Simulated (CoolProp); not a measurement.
A simple Rankine cycle with R1224YDZ: condensing at 293.15 K, boiler at 2.32 MPa, turbine inlet 410.4 K, turbine efficiency 0.9, pump efficiency 0.7, no recuperator. Each further row changes one setting.

Values from CoolProp's reference Helmholtz-energy equation of state, Akasaka 2023.

```
case                             thermal efficiency (%)  net work (kJ/kg)  heat in (kJ/kg)  turbine exit temperature (K)  volume ratio over the turbine
-------------------------------  ----------------------  ----------------  ---------------  ----------------------------  -----------------------------
as stated                                          18.1              41.9              231                         320.9                           24.0
turbine inlet 430.4 K                              18.3              47.4              260                         347.8                           21.1
condensing temperature 285.15 K                    19.3              46.5              241                         314.4                           32.2
boiler pressure 1.62 MPa                           16.7              41.6              248                         341.5                           14.0
turbine efficiency 0.8                             16.0              37.0              231                         326.8                           24.6
```
